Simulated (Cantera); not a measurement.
## Catalytic stagnation flow on Pt

A jet of 2.16 % H2, 16.5 % O2, 81.4 % N2, equivalence ratio 0.066 at 300 K and 12000 Pa hits a platinum plate 3.9 cm away at a mass flux of 0.024 kg/m²/s; the plate temperature is set and raised in steps from an oxygen-covered start.

Detailed kinetics in Cantera: Deutschmann's 1995 Pt surface mechanism with GRI-Mech 3.0 gas chemistry. Catalytic surfaces can have several steady states; this one follows from the mechanism file's or the stated starting coverage.

```csv
plate T (K),wall x H2,wall x O2,wall x H2O,wall x OH,θ free Pt,θ O*,θ OH*
500,0.00233,0.144,0.0378,<1e-8,0.0237,0.963,0.0132
550,0.00233,0.144,0.0374,<1e-8,0.0251,0.967,0.00752
600,0.00232,0.144,0.0371,<1e-8,0.0265,0.969,0.00469
650,0.00229,0.144,0.0369,<1e-8,0.0283,0.969,0.00315
700,0.00207,0.144,0.0371,<1e-8,0.0331,0.965,0.00236
750,0.00154,0.144,0.0379,<1e-8,0.0477,0.950,0.00205
800,0.00102,0.143,0.0387,<1e-8,0.0771,0.921,0.00195
850,0.000688,0.143,0.0391,1.30e-8,0.120,0.878,0.00186
```
x: mole fraction at the wall; θ: surface coverage.
